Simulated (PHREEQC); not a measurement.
Consider water at 20 °C with 0.0039 mol Na2SiO3 per kg of water. Closed to the air; pH follows from the charge balance.

All values are PHREEQC results (ion-association model, wateq4f.dat), not measurements.

| quantity | before | after |
|---|---|---|
| pH | 11.71 | 9.24 |
| ionic strength (mol/kgw) | 0.00792 | 0.00780 |

Q: What was changed between the two runs?
A) temperature from 20 to 45 °C
B) Na2SiO3 replaced by Na2SiF6 at the same molality
C) temperature from 20 to 35 °C
D) Na2SiO3 from 0.0039 to 0.0078 mol/kgw
E) Na2SiO3 replaced by Na2B4O7 at the same molality

A: E, Na2SiO3 replaced by Na2B4O7 at the same molality

No solid was allowed to form.
